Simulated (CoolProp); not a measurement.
Vapour-liquid equilibrium of hydrogen sulfide (1) + benzene (2) at 11.85 °C; x and y are mole fractions of (1).

Values from CoolProp's multi-fluid Helmholtz-energy mixture model, Lemmon 2006 and Thol 2012; pair parameters Bell 2016.

Task: Give the bubble pressure and the first vapour's composition at x = 0.5, 0.65, 0.725. Is there an azeotrope?

Result: x = 0.5: 6.681 bar, y = 0.993; x = 0.65: 8.833 bar, y = 0.996; x = 0.725: 9.962 bar, y = 0.997. No azeotrope shows between x = 0.05 and 0.95.

Pair parameters are fitted to limited data, so mixtures are less certain than the pure fluids.
